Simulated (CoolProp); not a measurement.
Values from CoolProp's reference Helmholtz-energy equation of state, Fiedler 2023.

Q: Give the vapour pressure (MPa), enthalpy of vaporisation (kJ/kg), vapour Z of saturated tetrahydrofuran at 366.7 K.

A: 
| T (K) | p (MPa) | enthalpy of vaporisation (kJ/kg) | vapour Z |
|---|---|---|---|
| 366.7 | 0.230 | 395 | 0.948 |
